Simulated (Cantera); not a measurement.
An isothermal plug-flow reactor at 925 K and 4.93 atm (inlet), inlet velocity 1 m/s, active area per volume 410 1/m; feed CO : O₂ : N₂ : H₂O = 0.0039 : 0.2 : 0.79 : 0.085 (molar parts), equivalence ratio 0.0097.

Detailed kinetics in Cantera: Deutschmann's 1995 Pt surface mechanism with GRI-Mech 3.0 gas chemistry. Catalytic surfaces can have several steady states; this one follows from the mechanism file's or the stated starting coverage. Mass transfer to the wall is taken as infinitely fast.

One state of this run: x CO = 0.00158; x O₂ = 0.185; x H₂O = 0.0789; x CO₂ = 0.00204; θ free Pt = 0.0590; θ O* = 0.932; θ OH* = 0.00879. x: gas mole fraction; θ: surface coverage.

**Question.** Which value of z (m) does it belong to?
A. 0.00075
B. 0.0075
C. 0.0016
D. 0.016

**Answer.** C, 0.0016
